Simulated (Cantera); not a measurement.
A perfectly stirred reactor is fed with H₂ : O₂ : N₂ = 0.8 : 1 : 2 (molar parts), at 0.109 atm; it is held at 875 K, and followed from long to short residence time.

Model: the H2/O2 subset of GRI-Mech 3.0, which has no nitrogen chemistry, integrated in Cantera. Radical loss at walls, strong at low pressure, is not modelled. Below about 950 K walls govern HO2 and H2O2 in real vessels. The temperature is held fixed by assumption; the heat of reaction is taken as removed at once.

x: mole fraction; the columns are a selection and need not sum to one.

| τ (s) | x H₂ | x O₂ | x H₂O | x H₂O₂ | x OH |
|---|---|---|---|---|---|
| 1.4 | 0.0140 | 0.182 | 0.220 | 2.85e-5 | [?] |
| 0.56 | 0.0159 | 0.183 | 0.218 | 1.39e-5 | [?] |
| 0.23 | 0.0192 | 0.184 | 0.214 | 7.29e-6 | [?] |
| 0.097 | 0.0243 | 0.186 | 0.208 | 4.13e-6 | [?] |
| 0.040 | 0.0322 | 0.190 | 0.199 | 2.48e-6 | [?] |
| 0.017 | 0.0430 | 0.194 | 0.187 | 1.70e-6 | [?] |
| 0.0069 | 0.0589 | 0.200 | 0.168 | 1.32e-6 | [?] |

**Question.** Complete the blanks.

**Answer.** 
- 1.4, x OH: 8.45e-6
- 0.56, x OH: 1.86e-5
- 0.23, x OH: 3.69e-5
- 0.097, x OH: 6.74e-5
- 0.040, x OH: 0.000119
- 0.017, x OH: 0.000196
- 0.0069, x OH: 0.000319
